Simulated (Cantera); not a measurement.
**B2O3 + Cl2 (oxide etching and cleaning by halides)**

Charge: 1 mol B2O3, 0.78 mol Cl2, at 1300 Pa.

These are equilibrium values from Cantera (NASA tables, ideal gas, pure condensed phases), not measurements of a reactor. Candidate condensed phases: B, B2O3; 18 gas species. The tables' values for BOCl are old estimates; treat these amounts as uncertain. Equilibrium is a limit: real reactors are often held back by kinetics, nucleation or transport.

```csv
T (K),x Cl2,x Cl,x BOCl,x O2,x BCl3,x B2O3,x B3O3Cl3,x BO2,n B2O3(l)
1150,0.976,0.0238,1.49e-5,0.000253,0.000264,1.28e-7,6.93e-5,1.15e-8,1.000
1200,0.958,0.0406,4.73e-5,0.000429,0.000437,7.08e-7,0.000121,5.56e-8,1.000
1250,0.932,0.0661,0.000136,0.000693,0.000684,3.39e-6,0.000200,2.36e-7,0.999
1300,0.894,0.103,0.000359,0.00107,0.00101,1.43e-5,0.000309,8.94e-7,0.999
1350,0.842,0.153,0.000869,0.00160,0.00141,5.41e-5,0.000447,3.05e-6,0.998
1400,0.774,0.219,0.00194,0.00230,0.00185,0.000185,0.000605,9.53e-6,0.997
1450,0.689,0.300,0.00403,0.00322,0.00224,0.000578,0.000757,2.74e-5,0.996
1500,0.589,0.393,0.00777,0.00441,0.00250,0.00167,0.000866,7.32e-5,0.992
```
x: gas mole fraction; n: condensed amount in mol.

From 1150 K to 1500 K the condensed part is B2O3(l).
